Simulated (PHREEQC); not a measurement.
Consider water at 25 °C with 0.00035 mol/kgw Na2HAsO4 and 0.0021 mol/kgw H3AsO4. Closed to the air; pH follows from the charge balance.

Equilibrium calculation in PHREEQC: ion-association model, wateq4f.dat.

```json
[
 {"quantity": "pH", "before": "2.91", "after": "3.78"},
 {"quantity": "ionic strength (mol/kgw)", "before": "0.00199", "after": "0.000238"},
 {"quantity": "H2AsO4- (mol/kgw)", "before": "0.00199", "after": "0.000237"},
 {"quantity": "H3AsO4 (mol/kgw)", "before": "0.000463", "after": "7.65e-6"},
 {"quantity": "HAsO4-2 (mol/kgw)", "before": "1.30e-7", "after": "1.05e-7"}
]
```

**Question.** Which change was made?
A. diluted 10-fold with water
B. 0.0005 mol/kgw K3PO4 added
C. 0.0002 mol/kgw CO2 added
D. Na2HAsO4 from 0.00035 to 0.000175 mol/kgw
E. Na2HAsO4 from 0.00035 to 3.5e-05 mol/kgw

**Answer.** A, diluted 10-fold with water

This is a speciation only: nothing precipitates in the calculation.
